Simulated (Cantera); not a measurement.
**Equilibrium for nitride etching: BN + Cl2 + H2**

A closed system holds: 1 mol BN, 17 mol Cl2, 43 mol H2, at 12000 Pa.

These are equilibrium values from Cantera (NASA tables, ideal gas, pure condensed phases), not measurements of a reactor. Candidate condensed phases: B, BN, NH4Cl; 21 gas species. The tables' values for BCl2, BCl are old estimates; treat these amounts as uncertain. Gases not in the tables: BHCl2. Rates play no part.

```csv
T (K),x HCl,x H2,x BCl3,x N2,x BCl2,x H,n BN(s)
800,0.567,0.433,8.28e-6,4.04e-6,<1e-12,5.50e-12,1.000
875,0.567,0.433,2.53e-5,1.25e-5,<1e-12,9.53e-11,0.998
950,0.566,0.433,6.49e-5,3.24e-5,9.45e-12,1.06e-9,0.996
1025,0.566,0.434,0.000146,7.28e-5,1.75e-10,8.28e-9,0.991
1100,0.566,0.434,0.000293,0.000146,2.16e-9,4.92e-8,0.982
1175,0.565,0.434,0.000537,0.000268,1.93e-8,2.33e-7,0.968
1250,0.564,0.435,0.000914,0.000457,1.32e-7,9.20e-7,0.945
1325,0.562,0.436,0.00146,0.000731,7.25e-7,3.12e-6,0.912
1400,0.560,0.437,0.00221,0.00111,3.30e-6,9.28e-6,0.867
1475,0.557,0.438,0.00319,0.00160,1.28e-5,2.48e-5,0.808
1550,0.553,0.440,0.00440,0.00223,4.32e-5,6.03e-5,0.733
1625,0.549,0.442,0.00585,0.00301,0.000129,0.000135,0.639
1700,0.543,0.445,0.00747,0.00399,0.000346,0.000284,0.521
```
x: gas mole fraction; n: condensed amount in mol.

From 800 K to 1700 K the condensed part is BN(s). The main B-bearing gas is BCl3 throughout. The share of B in condensed phases is highest at 800 K (100.0 %) and lowest at 1700 K (52.1 %).
